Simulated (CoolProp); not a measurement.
Saturation properties of R236FA.

The numbers come from the reference Helmholtz-energy equation of state, Pan 2012 in CoolProp.

| T (°C) | p (bar) | liquid density (kg/m³) | vapour density (kg/m³) | surface tension (mN/m) |
|---|---|---|---|---|
| 18.75 | 2.196 | 1381 | 14.95 | 10.3 |
| 22.45 | 2.495 | 1368 | 16.92 | 9.89 |
| 26.25 | 2.835 | 1355 | 19.14 | 9.44 |
| 30.05 | 3.209 | 1342 | 21.60 | 8.99 |
| 33.75 | 3.608 | 1329 | 24.24 | 8.55 |
| 37.55 | 4.056 | 1315 | ___ | 8.11 |
| 41.35 | 4.546 | 1302 | ___ | 7.67 |
| 45.05 | 5.065 | 1288 | 33.97 | 7.25 |
| 48.85 | ___ | 1273 | ___ | 6.82 |
| 52.65 | 6.270 | ___ | 42.21 | 6.40 |
| 56.45 | 6.948 | 1243 | 46.94 | 5.98 |
| 60.15 | 7.660 | 1227 | 51.98 | 5.58 |
| 63.95 | 8.448 | 1211 | 57.66 | 5.17 |
| 67.75 | 9.295 | 1194 | 63.91 | 4.77 |
| 71.45 | 10.18 | ___ | 70.59 | 4.39 |

Problem. Complete the blanks.

Solution. 
- 37.55, vapour density (kg/m³): 27.21
- 41.35, vapour density (kg/m³): 30.48
- 48.85, p (bar): 5.643
- 48.85, vapour density (kg/m³): 37.90
- 52.65, liquid density (kg/m³): 1258
- 71.45, liquid density (kg/m³): 1177

It boils at -1.5 °C under 1 atm.

Surface tension comes from a separate correlation (Mulero 2012).
